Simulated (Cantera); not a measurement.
An adiabatic, constant-pressure homogeneous reactor starts with CH4 : O2 : N2 : H2O = 1 : 2.9 : 10.9 : 0.8 (molar parts), at 1448 K and 23.0 bar. Integrator tolerance rtol = 1e-08.

Model: GRI-Mech 3.0 (53 species, 325 reactions), integrated in Cantera. The pressure lies above the range GRI-Mech 3.0 was tuned for (to about 10 atm).

Q: What does this change do: pressure from 23.0 bar to 1.00 bar?

A: 
```csv
quantity,before,after
time of steepest temperature rise,0.132 ms,1.94 ms
temperature at 0.900 s,2615 K,2514 K
equilibrium temperature,2615 K,2514 K
x(CH4) at 0.900 s,<1e-12 (gas-phase equilibrium <1e-12),<1e-12 (gas-phase equilibrium <1e-12)
x(O2) at 0.900 s,0.0509 (gas-phase equilibrium 0.0509),0.0535 (gas-phase equilibrium 0.0535)
x(H2O) at 0.900 s,0.172 (gas-phase equilibrium 0.172),0.165 (gas-phase equilibrium 0.165)
x(C2H) at 0.900 s,<1e-12 (gas-phase equilibrium <1e-12),<1e-12 (gas-phase equilibrium <1e-12)
x(N2O) at 0.900 s,3.21e-6 (gas-phase equilibrium 3.21e-6),5.75e-7 (gas-phase equilibrium 5.75e-7)
```

Q: What does this change do: 0.091 parts C2H6 added?

A: 
| quantity | before | after |
|---|---|---|
| time of steepest temperature rise | 0.132 ms | 51.4 µs |
| temperature at 0.900 s | 2615 K | 2730 K |
| equilibrium temperature | 2615 K | 2730 K |
| x(CH4) at 0.900 s | <1e-12 (gas-phase equilibrium <1e-12) | <1e-12 (gas-phase equilibrium <1e-12) |
| x(O2) at 0.900 s | 0.0509 (gas-phase equilibrium 0.0509) | 0.0331 (gas-phase equilibrium 0.0331) |
| x(H2O) at 0.900 s | 0.172 (gas-phase equilibrium 0.172) | 0.184 (gas-phase equilibrium 0.184) |
| x(C2H) at 0.900 s | <1e-12 (gas-phase equilibrium <1e-12) | <1e-12 (gas-phase equilibrium <1e-12) |
| x(N2O) at 0.900 s | 3.21e-6 (gas-phase equilibrium 3.21e-6) | 3.06e-6 (gas-phase equilibrium 3.06e-6) |

Q: What does this change do: pressure from 23.0 bar to 0.950 bar?

A: 
```tsv
quantity	before	after
time of steepest temperature rise	0.132 ms	2.02 ms
temperature at 0.900 s	2615 K	2512 K
equilibrium temperature	2615 K	2512 K
x(CH4) at 0.900 s	<1e-12 (gas-phase equilibrium <1e-12)	<1e-12 (gas-phase equilibrium <1e-12)
x(O2) at 0.900 s	0.0509 (gas-phase equilibrium 0.0509)	0.0535 (gas-phase equilibrium 0.0535)
x(H2O) at 0.900 s	0.172 (gas-phase equilibrium 0.172)	0.165 (gas-phase equilibrium 0.165)
x(C2H) at 0.900 s	<1e-12 (gas-phase equilibrium <1e-12)	<1e-12 (gas-phase equilibrium <1e-12)
x(N2O) at 0.900 s	3.21e-6 (gas-phase equilibrium 3.21e-6)	5.58e-7 (gas-phase equilibrium 5.58e-7)
```
